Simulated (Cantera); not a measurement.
Formation from one mole of O₂

Cantera with NASA thermochemical tables; ideal gases at 1 bar, condensed phases pure. Values are per mole of reaction as written; species without (g) are pure solids or liquids, kept so even where they would boil at 1 bar.

2 Ti + O₂(g) ⇌ 2 TiO(g)

```json
[
 {"T (K)": "1550", "ΔH° (kJ)": "74.7", "ΔS° (J/K)": "161.8", "ΔG° (kJ)": "-176.1", "log10 K": "5.94"},
 {"T (K)": "1600", "ΔH° (kJ)": "73.3", "ΔS° (J/K)": "160.9", "ΔG° (kJ)": "-184.2", "log10 K": "6.01"},
 {"T (K)": "1650", "ΔH° (kJ)": "71.8", "ΔS° (J/K)": "160.0", "ΔG° (kJ)": "-192.2", "log10 K": "6.09"},
 {"T (K)": "1700", "ΔH° (kJ)": "70.2", "ΔS° (J/K)": "159.1", "ΔG° (kJ)": "-200.2", "log10 K": "6.15"},
 {"T (K)": "1750", "ΔH° (kJ)": "68.5", "ΔS° (J/K)": "158.1", "ΔG° (kJ)": "-208.1", "log10 K": "6.21"}
]
```

0.8 V + O₂(g) ⇌ 0.4 V₂O₅

```
T (K)  ΔH° (kJ)  ΔS° (J/K)  ΔG° (kJ)  log10 K
-----  --------  ---------  --------  -------
1550     -577.6     -128.4    -378.7    12.76
1600     -577.1     -128.0    -372.3    12.15
1650     -576.6     -127.7    -365.9    11.58
1700     -576.1     -127.4    -359.5    11.05
1750     -575.6     -127.1    -353.2    10.54
```

2 Si + O₂(g) ⇌ 2 SiO(g)

```csv
T (K),ΔH° (kJ),ΔS° (J/K),ΔG° (kJ),log10 K,condensed phases
1550,-220.9,155.9,-462.6,15.59,Si(s)
1600,-222.0,155.2,-470.4,15.36,Si(s)
1650,-223.0,154.6,-478.1,15.13,Si(s)
1700,-324.4,94.6,-485.2,14.91,Si(l)
1750,-325.3,94.1,-489.9,14.62,Si(l)
```

Nb + O₂(g) ⇌ NbO₂(g)

| T (K) | ΔH° (kJ) | ΔS° (J/K) | ΔG° (kJ) | log10 K |
|---|---|---|---|---|
| 1550 | -209.5 | 18.9 | -238.8 | 8.05 |
| 1600 | -210.0 | 18.6 | -239.7 | 7.83 |
| 1650 | -210.5 | 18.3 | -240.7 | 7.62 |
| 1700 | -211.1 | 17.9 | -241.6 | 7.42 |
| 1750 | -211.7 | 17.6 | -242.5 | 7.24 |
